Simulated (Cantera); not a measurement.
Cantera run:

```python
import numpy as np
import cantera as ct

gas_names = """
    CL CLO CL2 N NO NO2 NO3 N2 N2O O O2 O3 Si SiCL SiCL2 SiCL3 SiCL4 SiN SiO SiO2 Si2 Si2N Si3
""".split()
cond_names = """
    Si(cr) Si(L) SiO2(Lqz) SiO2(hqz) SiO2(L) Si2N2O(s) Si3N4(a)
""".split()


def load(file, names, dense=False):
    # The tables refer to 1 bar. Condensed volumes are neglected.
    table = {s.name: s for s in ct.Species.list_from_file(file)}
    out = []
    for n in names:
        d = dict(table[n].input_data)
        d["thermo"] = dict(d["thermo"], **{"reference-pressure": 1e5})
        if dense:
            d["equation-of-state"] = {"model": "constant-volume", "density": "1e6 g/cm^3"}
        out.append(ct.Species.from_dict(d))
    return out


gas = ct.Solution(thermo="ideal-gas", species=load("nasa_gas.yaml", gas_names))
cond = {s.name: ct.Solution(thermo="fixed-stoichiometry", species=[s], name=s.name)
        for s in load("nasa_condensed.yaml", cond_names, dense=True)}
atoms = {
    'SiCl4': {'Si': 1, 'CL': 4},
    'O3': {'O': 3},
    'N2': {'N': 2},
}
top_T = {'Si2N2O(s)': 2100, 'Si3N4(a)': 2400}  # K; cautious upper limits of use, not melting points


def equilibrate(T, P, feed):
    n = {}
    for name, mol in feed.items():
        for a, k in atoms[name].items():
            n[a] = n.get(a, 0.0) + k * mol
    gas.TPX = T, P, n
    mass = sum(n.values()) * gas.mean_molecular_weight
    gas.equilibrate("TP")
    valid = [c for c in cond.values() if c.min_temp <= T <= top_T.get(c.name, c.max_temp)]
    mix = ct.Mixture([(gas, mass / gas.mean_molecular_weight)] + [(c, 0.0) for c in valid])
    mix.T, mix.P = T, P
    mix.equilibrate("TP", solver="vcs", rtol=1e-11, max_steps=5000)
    return mix


results = []
feed = {'SiCl4': 1, 'O3': 0.1, 'N2': 6}  # mol
P = 10000  # Pa
for T in [775, 875, 975, 1075, 1175, 1275, 1375, 1475]:
    mix = equilibrate(T, P, feed)
    results.append((T, P, feed, dict(zip(mix.species_names, mix.species_moles))))

top = {s: max(r[3][s] / sum(r[3][g] for g in gas_names) for r in results) for s in gas_names}
cols = sorted((s for s in top if top[s] > 1e-06), key=lambda s: -top[s])[:9]
seen = [c for c in cond_names if any(r[3].get(c, 0) > 1e-12 for r in results)]
print("log10 of partial pressures in bar; condensed amounts in mol")
print(f"{'T/K':>10s}" + "".join(f"{s[:9]:>10s}" for s in cols + seen))
for T, P, feed, n in results:
    ng = sum(n[g] for g in gas_names)
    print(f"{T:10.4g}" + "".join(f"{np.log10(max(n[s] / ng * P / 1e5, 1e-99)):10.3f}" for s in cols)
          + "".join(f"{n.get(c, 0):10.4g}" for c in seen))
```

Output:

```
log10 of partial pressures in bar; condensed amounts in mol
       T/K        N2     SiCL4       CL2        CL     SiCL3 SiO2(Lqz) SiO2(hqz)
       775    -1.076    -1.925    -2.377    -6.478   -14.002      0.15         0
       875    -1.076    -1.925    -2.377    -5.525   -11.923         0      0.15
       975    -1.076    -1.925    -2.378    -4.766   -10.272         0      0.15
      1075    -1.076    -1.925    -2.381    -4.148    -8.931         0      0.15
      1175    -1.077    -1.925    -2.390    -3.636    -7.817         0      0.15
      1275    -1.077    -1.926    -2.412    -3.211    -6.873         0      0.15
      1375    -1.079    -1.928    -2.459    -2.861    -6.055         0      0.15
      1475    -1.082    -1.931    -2.548    -2.582    -5.327         0      0.15
```

Cantera equilibrium calculation (NASA polynomials, part measured and part estimated; ideal gas, pure solids and liquids). The tables' values for SiCl3 are old estimates; treat these amounts as uncertain. The tables hold silica as quartz up to 1696 K and as liquid above; real silica turns to tridymite and cristobalite and melts near 1996 K.
